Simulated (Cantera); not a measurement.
Feed: 1 mol Cu, 0.31 mol H2O, 4.3 mol H2, at 15.0 Pa.

These are equilibrium values from Cantera (NASA tables, ideal gas, pure condensed phases), not measurements of a reactor. Candidate condensed phases: Cu, CuO, Cu(OH)2, Cu2O, H2O; 12 gas species. Equilibrium is a limit: real reactors are often held back by kinetics, nucleation or transport.

Q: Which condensed phases are stable at each of these points (T (K)): 1373, 1423, 1473, 1523, 1573, 1623, 1673, 1723, 1773, 1823?

A: 
```tsv
T (K)	condensed phases	Cu condensed (%)
1373	Cu(l)	97.6
1423	Cu(l)	93.5
1473	Cu(l)	83.5
1523	Cu(l)	59.7
1573	Cu(l)	0.7
1623	gas only	0.0
1673	gas only	0.0
1723	gas only	0.0
1773	gas only	0.0
1823	gas only	0.0
```

From 1373 K to 1573 K the condensed part is Cu(l). From 1623 K to 1823 K nothing is condensed.
